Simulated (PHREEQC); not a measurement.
Hard or scaling water

A solution holds 0.0062 mol/kgw CaSO4, 0.019 mol/kgw CO2 and 0.00069 mol/kgw KCl, at 25 °C. Closed to the air; pH follows from the charge balance.

Equilibrium calculation in PHREEQC: ion-association model, phreeqc.dat.

| Item | Value |
|---|---|
| pH | 4.08 |
| ionic strength | 0.0200 mol/kgw |
| specific conductance | 1240 µS/cm |

```csv
species,molality,activity,log γ
CO2,0.0189,0.0190,0.002
Ca+2,0.00481,0.00282,-0.231
SO4-2,0.00477,0.00278,-0.235
CaSO4,0.00139,0.00140,0.002
Cl-,0.000690,0.000599,-0.061
K+,0.000677,0.000587,-0.062
HCO3-,0.000116,0.000101,-0.058
H+,9.34e-5,8.30e-5,-0.051
HSO4-,2.58e-5,2.24e-5,-0.060
KSO4-,1.31e-5,1.15e-5,-0.058
```

No solid was allowed to form.
